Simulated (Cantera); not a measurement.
An isothermal, constant-pressure homogeneous reactor starts with H2 : O2 : N2 = 0.016 : 1 : 1.9 (molar parts), equivalence ratio 0.0080, at 1300 K and 8.25 Torr.

Cantera simulation using the H2/O2 subset of GRI-Mech 3.0, which has no nitrogen chemistry; the numbers are that mechanism's predictions, not measurements. Radical loss at walls, strong at low pressure, is not modelled.

One state of this run: x H2 = 8.26e-5; x O2 = 0.338; x H2O2 = 8.57e-9; x H2O = 0.00489; x HO2 = 3.04e-7; x H = 0.000341; x O = 0.00447. x: mole fraction; the columns are a selection and need not sum to one.

Which value of t (s) does it belong to?
A) 6.69e-5
B) 0.0200
C) 2.32
D) 6.00

B, 0.0200
